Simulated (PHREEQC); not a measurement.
## Acid rinse or clean

A solution holds 0.0034 mol/kgw HNO3, 0.0002 mol/kgw NaCl and 0.143 mol/kgw MgCl2, at 25 °C. Closed to the air; pH follows from the charge balance.

Equilibrium calculation in PHREEQC: ion-association model, phreeqc.dat.

This is a speciation only: nothing precipitates in the calculation.

Task: Estimate the pH, specific conductance.

Result: pH 2.58; specific conductance 24800 µS/cm.
